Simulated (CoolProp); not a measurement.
Model: reference Helmholtz-energy equation of state, Gao 2022, in CoolProp.

Q: For n-perfluorobutane, give the phase and the density (kg/m³), cv (kJ/(kg K)) at 92.75 °C and 2.47 MPa.

A: 
- 92.75 °C and 2.47 MPa: liquid; density 1180, cv 0.944
